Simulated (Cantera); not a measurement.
Equilibrium for abatement and gas-phase synthesis: SO2 + H2

A closed system holds: 1 mol SO2, a varied amount of H2, at 1948 K and 13300 Pa.

These are equilibrium values from Cantera (NASA tables, ideal gas, pure condensed phases), not measurements of a reactor. Candidate condensed phases: H2O, H2SO4, S; 19 gas species. Equilibrium is a limit: real reactors are often held back by kinetics, nucleation or transport.

From 1 mol H2 to 4.4 mol H2 nothing is condensed.

| n(H2) (mol) | log p H2O | log p H2 | log p SO2 | log p S2 | log p SO | log p H2S | log p SH | log p S2O |
|---|---|---|---|---|---|---|---|---|
| 1 | -1.25 | -1.82 | -1.38 | -1.94 | -2.27 | -2.95 | -3.08 | -3.48 |
| 1.3 | -1.21 | -1.70 | -1.51 | -1.90 | -2.32 | -2.82 | -3.00 | -3.51 |
| 1.7 | -1.19 | -1.58 | -1.69 | -1.87 | -2.41 | -2.69 | -2.93 | -3.58 |
| 2.1 | -1.18 | -1.49 | -1.86 | -1.87 | -2.49 | -2.59 | -2.88 | -3.67 |
| 2.7 | -1.20 | -1.38 | -2.13 | -1.89 | -2.63 | -2.49 | -2.83 | -3.82 |
| 3.4 | -1.23 | -1.28 | -2.42 | -1.95 | -2.79 | -2.42 | -2.81 | -4.00 |
| 4.4 | -1.30 | -1.19 | -2.78 | -2.03 | -2.99 | -2.37 | -2.81 | -4.25 |
log p: log10 of the partial pressure in bar; nothing condenses.
